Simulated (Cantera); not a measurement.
An adiabatic, constant-volume homogeneous reactor starts with CH4 : C2H6 : C3H8 : O2 : N2 = 1 : 0.043 : 0.35 : 2.44 : 9.17 (molar parts), at 1475 K and 9.87 atm. Integrator tolerance rtol = 1e-08.

Model: GRI-Mech 3.0 (53 species, 325 reactions), integrated in Cantera. GRI-Mech 3.0 was tuned for natural gas; its chemistry of propane as a main component is partial and can be far from experiment. Above 3000 K some thermodynamic fits are extrapolated.

Q: What does this change do: initial temperature 1475 to 1723 K?

A: 
| quantity | before | after |
|---|---|---|
| time of steepest temperature rise | 37.7 µs | 4.92 µs |
| temperature at 3.00 s | 3075 K | 3204 K |
| equilibrium temperature | 3075 K | 3204 K |
| x(CH4) at 3.00 s | 1.19e-10 (gas-phase equilibrium 1.35e-10) | 7.42e-11 (gas-phase equilibrium 8.51e-11) |
| x(C2H6) at 3.00 s | <1e-12 (gas-phase equilibrium <1e-12) | <1e-12 (gas-phase equilibrium <1e-12) |
| x(C3H8) at 3.00 s | <1e-12 (gas-phase equilibrium <1e-12) | <1e-12 (gas-phase equilibrium <1e-12) |
| x(O2) at 3.00 s | 0.000443 (gas-phase equilibrium 0.000443) | 0.000981 (gas-phase equilibrium 0.000981) |
| x(OH) at 3.00 s | 0.00725 (gas-phase equilibrium 0.00725) | 0.0114 (gas-phase equilibrium 0.0114) |

Q: What does this change do: 0.75 parts H2O added?

A: 
```tsv
quantity	before	after
time of steepest temperature rise	37.7 µs	40.8 µs
temperature at 3.00 s	3075 K	2993 K
equilibrium temperature	3075 K	2993 K
x(CH4) at 3.00 s	1.19e-10 (gas-phase equilibrium 1.35e-10)	1.07e-10 (gas-phase equilibrium 1.21e-10)
x(C2H6) at 3.00 s	<1e-12 (gas-phase equilibrium <1e-12)	<1e-12 (gas-phase equilibrium <1e-12)
x(C3H8) at 3.00 s	<1e-12 (gas-phase equilibrium <1e-12)	<1e-12 (gas-phase equilibrium <1e-12)
x(O2) at 3.00 s	0.000443 (gas-phase equilibrium 0.000443)	0.000401 (gas-phase equilibrium 0.000401)
x(OH) at 3.00 s	0.00725 (gas-phase equilibrium 0.00725)	0.00671 (gas-phase equilibrium 0.00671)
```

Q: What does this change do: pressure from 9.87 atm to 3.45 atm?

A: 
```csv
quantity,before,after
time of steepest temperature rise,37.7 µs,70.6 µs
temperature at 3.00 s,3075 K,3008 K
equilibrium temperature,3075 K,3008 K
x(CH4) at 3.00 s,1.19e-10 (gas-phase equilibrium 1.35e-10),1.70e-11 (gas-phase equilibrium 1.96e-11)
x(C2H6) at 3.00 s,<1e-12 (gas-phase equilibrium <1e-12),<1e-12 (gas-phase equilibrium <1e-12)
x(C3H8) at 3.00 s,<1e-12 (gas-phase equilibrium <1e-12),<1e-12 (gas-phase equilibrium <1e-12)
x(O2) at 3.00 s,0.000443 (gas-phase equilibrium 0.000443),0.000783 (gas-phase equilibrium 0.000783)
x(OH) at 3.00 s,0.00725 (gas-phase equilibrium 0.00725),0.00934 (gas-phase equilibrium 0.00934)
```
